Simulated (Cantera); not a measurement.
A closed system holds: 1 mol SiHCl₃, 0.21 mol N₂, at 823 K and 1.00 bar.

Method: chemical equilibrium by Gibbs-energy minimisation in Cantera with the NASA 1993 tables (ideal gas, pure condensed phases). Candidate condensed phases: NH₄Cl, Si, Si₃N₄; 28 gas species. N₂ is the only nitrogen source here; it is nearly inert below about 1500 K, so the nitride shown seldom forms there in practice. Equilibrium is a limit: real reactors are often held back by kinetics, nucleation or transport.

Base state: SiCl₄ 0.525, H₂ 0.289, HCl 0.183, N₂ 0.00260, SiHCl₃ 0.000996, NH₃ 1.88e-5 (mole fractions); condensed: Si₃N₄(s).

What changes in the equilibrium state with this change: N₂ from 0.21 to 26 mol?


```tsv
species	before	after
N₂	0.00260	0.947
HCl	0.183	0.0276
SiCl₄	0.525	0.0207
H₂	0.289	0.00461
SiHCl₃	0.000996	4.17e-6
NH₃	1.88e-5	7.26e-7
Si₃N₄(s), mol	0.103	0.146
```
